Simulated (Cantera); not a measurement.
# Equilibrium for chlorosilane synthesis and conversion: SiCl₄ + HCl + H₂

Input: 1 mol SiCl₄, 0.89 mol HCl, 9.8 mol H₂, equilibrated at 11300 Torr.

Cantera equilibrium calculation (NASA polynomials, part measured and part estimated; ideal gas, pure solids and liquids). Candidate condensed phases: Si; 19 gas species. The tables' values for SiCl₃ are old estimates; treat these amounts as uncertain. Rates play no part.

From 648 K to 1448 K nothing is condensed. The main Si-bearing gas is SiCl₄ throughout.

| T (K) | log p H₂ | log p HCl | log p SiCl₄ | log p SiHCl₃ | log p SiCl₃ | log p SiCl₂ | log p SiH₂Cl₂ |
|---|---|---|---|---|---|---|---|
| 648 | 1.10 | 0.06 | 0.11 | -2.96 | -8.31 | <-10 | -7.26 |
| 748 | 1.10 | 0.06 | 0.11 | -2.21 | -6.41 | -10.65 | -5.67 |
| 848 | 1.10 | 0.07 | 0.10 | -1.66 | -4.97 | -8.18 | -4.47 |
| 948 | 1.10 | 0.08 | 0.09 | -1.24 | -3.85 | -6.27 | -3.56 |
| 1048 | 1.10 | 0.10 | 0.07 | -0.93 | -2.98 | -4.77 | -2.87 |
| 1148 | 1.09 | 0.13 | 0.03 | -0.71 | -2.29 | -3.57 | -2.34 |
| 1248 | 1.09 | 0.17 | -0.01 | -0.55 | -1.75 | -2.62 | -1.95 |
| 1348 | 1.08 | 0.21 | -0.08 | -0.45 | -1.32 | -1.85 | -1.66 |
| 1448 | 1.08 | 0.26 | -0.16 | -0.41 | -0.99 | -1.26 | -1.47 |
log p: log10 of the partial pressure in bar; nothing condenses.
